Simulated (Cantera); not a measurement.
Input (Python, Cantera) and output of one run.

```python
import numpy as np
import cantera as ct

gas_names = """
    B BH BH2 BH3 BN B2 H H2 N NH NH2 NH3 N2 N2H2 N2H4
""".split()
cond_names = """
    B(b) B(L) BN(s)
""".split()


# ... load() reads the species with a 1 bar reference pressure and builds the phases ...
atoms = {
    'B2H6': {'B': 2, 'H': 6},
    'NH3': {'N': 1, 'H': 3},
}
top_T = {'BN(s)': 3200}  # K; cautious upper limits of use, not melting points


# ... equilibrate(T, P, feed) seeds the gas with the atoms and calls Mixture.equilibrate('TP', solver="vcs", rtol=1e-11, max_steps=5000) ...
results = []
feed = {'B2H6': 1, 'NH3': 0.45}  # mol
P = 133.322  # Pa
for T in [1323, 1398, 1473, 1548, 1623, 1698, 1773, 1848, 1923, 1998, 2073, 2148]:
    mix = equilibrate(T, P, feed)
    results.append((T, P, feed, dict(zip(mix.species_names, mix.species_moles))))

top = {s: max(r[3][s] / sum(r[3][g] for g in gas_names) for r in results) for s in gas_names}
cols = sorted((s for s in top if top[s] > 1e-05), key=lambda s: -top[s])[:8]
seen = [c for c in cond_names if any(r[3].get(c, 0) > 1e-12 for r in results)]
print("log10 of partial pressures in bar; condensed amounts in mol")
print(f"{'T/K':>10s}" + "".join(f"{s[:9]:>10s}" for s in cols + seen))
for T, P, feed, n in results:
    ng = sum(n[g] for g in gas_names)
    print(f"{T:10.4g}" + "".join(f"{np.log10(max(n[s] / ng * P / 1e5, 1e-99)):10.3f}" for s in cols)
          + "".join(f"{n.get(c, 0):10.4g}" for c in seen))
```

Output:

```
log10 of partial pressures in bar; condensed amounts in mol
       T/K        H2         H        N2         B       BH2        BH      B(b)     BN(s)
      1323    -2.875    -7.237   -10.593   -14.313    -8.784   -13.763      1.55      0.45
      1398    -2.875    -6.763    -9.533   -13.130    -8.372   -12.838      1.55      0.45
      1473    -2.875    -6.335    -8.582   -12.069    -8.004   -12.008      1.55      0.45
      1548    -2.875    -5.949    -7.725   -11.112    -7.672   -11.259      1.55    0.4499
      1623    -2.876    -5.598    -6.947   -10.243    -7.371   -10.581     1.551    0.4494
      1698    -2.877    -5.278    -6.239    -9.453    -7.098    -9.964     1.553    0.4468
      1773    -2.879    -4.986    -5.591    -8.729    -6.850    -9.401     1.564    0.4358
      1848    -2.885    -4.718    -4.996    -8.066    -6.626    -8.886     1.606    0.3936
      1923    -2.898    -4.475    -4.449    -7.454    -6.428    -8.416     1.753    0.2457
      1998    -2.920    -4.255    -4.123    -6.890    -6.255    -7.987     1.998         0
      2073    -2.933    -4.046    -4.129    -6.366    -6.087    -7.585     1.996         0
      2148    -2.951    -3.856    -4.138    -5.880    -5.938    -7.216     1.992         0
```

Method: chemical equilibrium by Gibbs-energy minimisation in Cantera with the NASA 1993 tables (ideal gas, pure condensed phases). The feed counts by its element totals alone. Mutual solubility and eutectic melting of coexisting phases are not modelled. The tables' values for BH2 are old estimates; treat these amounts as uncertain.
